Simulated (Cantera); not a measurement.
Feed: 1 mol SiO2, 0.098 mol Si, 7.3 mol H2, at 2075 K and 563 Torr.

These are equilibrium values from Cantera (NASA tables, ideal gas, pure condensed phases), not measurements of a reactor. Candidate condensed phases: H2O, Si, SiO2; 18 gas species. The tables hold silica as quartz up to 1696 K and as liquid above; real silica turns to tridymite and cristobalite and melts near 1996 K. Rates play no part.

Base state: H2 0.955, SiO 0.0342, H2O 0.00827, H 0.00300 (mole fractions); condensed: SiO2(l).

Problem. What changes in the equilibrium state with this change: temperature from 2075 K to 1825 K?

Solution. 
```
species                before     after
--------------------  -------  --------
H2                      0.955     0.973
SiO                    0.0342    0.0263
H                     0.00300  0.000502
H2O                   0.00827  0.000175
SiO2(l), mol            0.839         0
SiO2(condensed), mol        0     0.901
```
